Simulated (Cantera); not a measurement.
Charge: 1 mol PbO, 0.19 mol H2, at 1327 °C.

Method: chemical equilibrium by Gibbs-energy minimisation in Cantera with the NASA 1993 tables (ideal gas, pure condensed phases). Candidate condensed phases: H2O, Pb, PbO, PbO2, Pb3O4; 12 gas species. Each liquid is taken as pure. Mutual solubility and eutectic melting of coexisting phases are not modelled. Gases not in the tables: (PbO)n polymers. Equilibrium is a limit: real reactors are often held back by kinetics, nucleation or transport.

x: gas mole fraction; n: condensed amount in mol.

```
P (Pa)   x H2O    x PbO     x Pb     x O2  n PbO(l)  n Pb(l)
-------  -----  -------  -------  -------  --------  -------
10       0.131    0.214    0.480    0.173         0        0
100      0.142    0.394    0.356    0.107         0        0
1000     0.152        …        …        …         0        0
10000        …        …        …        …         …        0
100000   0.909   0.0289   0.0606  1.98e-5     0.804    0.177
1000000  0.990  0.00289  0.00606  1.98e-6     0.810    0.189
```

Complete the blanks.


- 10000, x H2O: 0.354
- 10000, x PbO: 0.289
- 10000, x Pb: 0.355
- 10000, x O2: 0.000577
- 10000, n PbO(l): 0.655
- 1000, x PbO: 0.558
- 1000, x Pb: 0.244
- 1000, x O2: 0.0456
